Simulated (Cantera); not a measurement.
Input: 1 mol CF₄, a varied amount of H₂, equilibrated at 2075 K and 1.20 mbar.

Cantera equilibrium calculation (NASA polynomials, part measured and part estimated; ideal gas, pure solids and liquids). Candidate condensed phases: C, C₆H₆, C₇H₈, C₈H₁₈; 95 gas species. Gases not in the tables: C₂F₆ and larger saturated fluorocarbons. Equilibrium is a limit: real reactors are often held back by kinetics, nucleation or transport.

### Question
What share of the C ends up in condensed phases as a function of n(H₂) (mol), at 0.22, 0.34, 0.54, 0.84, 1.3, 2.1, 3.2?

### Answer
```json
[
 {"n(H₂) (mol)": "0.22", "C condensed (%)": "0.0", "as": "-"},
 {"n(H₂) (mol)": "0.34", "C condensed (%)": "1.1", "as": "C(graphite)"},
 {"n(H₂) (mol)": "0.54", "C condensed (%)": "13.1", "as": "C(graphite)"},
 {"n(H₂) (mol)": "0.84", "C condensed (%)": "31.7", "as": "C(graphite)"},
 {"n(H₂) (mol)": "1.3", "C condensed (%)": "61.2", "as": "C(graphite)"},
 {"n(H₂) (mol)": "2.1", "C condensed (%)": "100.0", "as": "C(graphite)"},
 {"n(H₂) (mol)": "3.2", "C condensed (%)": "99.7", "as": "C(graphite)"}
]
```
